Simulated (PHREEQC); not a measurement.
Dissolve 1.8 mmol/kgw TMAH, 130 mmol/kgw NaAlO2 and 0.55 mmol/kgw Na2CO3 at 25 °C. Closed to the air; pH follows from the charge balance.

Computed with PHREEQC (ion-association model, wateq4f.dat).

| quantity | before | after |
|---|---|---|
| pH | 11.13 | 11.24 |
| ionic strength (mol/kgw) | 0.133 | 0.00338 |
| CO3-2 (mol/kgw) | 0.000285 | 0.000492 |
| NaCO3- (mol/kgw) | 0.000244 | 7.80e-6 |
| HCO3- (mol/kgw) | 2.06e-5 | 5.02e-5 |
| NaHCO3 (mol/kgw) | 8.68e-7 | 2.72e-8 |
| SI of Natron (Na2CO3:10H2O) | -4.70 | -8.08 |
| SI of Nahcolite (NaHCO3) | -5.25 | -6.77 |

What was changed between the two runs?
A) 0.0015 mol/kgw H2SO4 added
B) temperature from 25 to 90 °C
C) diluted 5-fold with water
D) NaAlO2 left out

D, NaAlO2 left out

Precipitation was switched off in this run. Some of these states are supersaturated (in Boehmite (slow to form), Gibbsite (slow to form), for instance). (CH3)4N+ isn't in the database: it is added as a free cation with an ion size of 4 Å.
